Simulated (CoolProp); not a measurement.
2000 sccm (0 °C, 1 atm) of nitrogen bubbles through liquid water at 319.1 K and leaves saturated at a total pressure of 0.15 MPa (ideal gas phase). Each further row changes one setting.

The numbers come from the reference Helmholtz-energy equation of state, Wagner 2002 in CoolProp.

| case | vapour pressure (kPa) | mole fraction of vapour | delivery (mg/min) | delivery (sccm) | change of delivery for a bath 1 K warmer (%) |
|---|---|---|---|---|---|
| as stated | 10.1 | 0.0672 | 116 | 144 | 5.6 |
| bath temperature 324.1 K | 12.9 | 0.0863 | 152 | 189 | 5.5 |
| total pressure 0.3 MPa | 10.1 | 0.0336 | 55.9 | 69.5 | 5.4 |
